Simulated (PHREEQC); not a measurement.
1 kg of water holding 190 mmol/kgw MgCl2 meets 20 L of dry gas (CO2 0.37, N2 0.63 by moles) at fixed total pressure, at 25 °C; fugacities by Peng-Robinson. The gases take part in no redox reaction, some water evaporates into the gas, and hydrates or a liquid gas phase aren't modelled. Precipitation was switched off in this run.

Model: ion-association model, phreeqc.dat, run in PHREEQC.

**Question.** Predict dissolved CO2 (all carbonate carbon) (mol/kgw), pH at P (atm) = 5, 20.

**Answer.** 
| P (atm) | dissolved CO2 (all carbonate carbon) (mol/kgw) | pH |
|---|---|---|
| 5 | 0.0525 | 3.65 |
| 20 | 0.193 | 3.37 |

Complexes and solids missing from the database can't appear.
